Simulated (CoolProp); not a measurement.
Vapour-liquid equilibrium of ethane (1) + n-butane (2) at 0.0382 MPa; x and y are mole fractions of (1).

Values from CoolProp's multi-fluid Helmholtz-energy mixture model, Bücker 2006 and Bücker 2006; pair parameters Kunz 2012.

```
x     bubble temperature (°C)  y at the bubble point  dew temperature at overall composition x (°C)  liquid density (mol/L)
----  -----------------------  ---------------------  ---------------------------------------------  ----------------------
0.05                    -47.4                  0.720                                            ___                   11.37
0.15                    -70.2                  0.945                                          -27.1                   12.23
0.25                    -81.1                  0.979                                          -29.6                   12.92
0.35                      ___                  0.990                                          -32.4                   13.59
0.45                    -92.3                  0.995                                          -35.6                   14.27
0.55                    -95.8                  0.997                                            ___                   14.98
0.65                    -98.4                  0.998                                          -43.6                   15.72
0.75                   -100.6                  0.999                                          -49.2                   16.51
0.85                   -102.5                  0.999                                          -57.0                   17.35
0.95                   -104.1                    ___                                            ___                   18.27
```

Problem. Some entries are withheld; supply them.

Solution. 
- 0.05, dew temperature at overall composition x (°C): -24.8
- 0.35, bubble temperature (°C): -87.7
- 0.55, dew temperature at overall composition x (°C): -39.2
- 0.95, y at the bubble point: 1.000
- 0.95, dew temperature at overall composition x (°C): -71.4

No azeotrope shows between x = 0.05 and 0.95.

Pair parameters are fitted to limited data, so mixtures are less certain than the pure fluids. The gap from Raoult's law changes sign with composition, which may be real or a fault of the pair parameters; it wasn't checked against measurements.
